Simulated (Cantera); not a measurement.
Charge: 1 mol MgO, 0.13 mol HI, 0.012 mol O₂, at 1025 K and 0.630 bar.

Equilibrium computed with Cantera from the NASA thermochemical tables; the gas is ideal and each condensed phase is pure. Candidate condensed phases: H₂O, I₂, Mg, MgI₂, MgO, Mg(OH)₂; 20 gas species. Equilibrium is a limit: real reactors are often held back by kinetics, nucleation or transport.

Base state: HI 0.523, I₂ 0.208, H₂O 0.181, H₂ 0.0473, I 0.0400, MgI₂ 9.27e-5 (mole fractions); condensed: MgO(s).

Task: What changes in the equilibrium state with this change: O₂ from 0.012 to 1 mol?

Result: 
```json
[
 {"species": "O₂", "before": "<1e-9", "after": "0.873"},
 {"species": "H₂O", "before": "0.181", "after": "0.0586"},
 {"species": "I₂", "before": "0.208", "after": "0.0490"},
 {"species": "HI", "before": "0.523", "after": "4.42e-6"},
 {"species": "H₂", "before": "0.0473", "after": "<1e-9"},
 {"species": "I", "before": "0.0400", "after": "0.0194"},
 {"species": "MgI₂", "before": "9.27e-5", "after": "<1e-9"},
 {"species": "MgO(s), mol", "before": "1.000", "after": "1.00"}
]
```
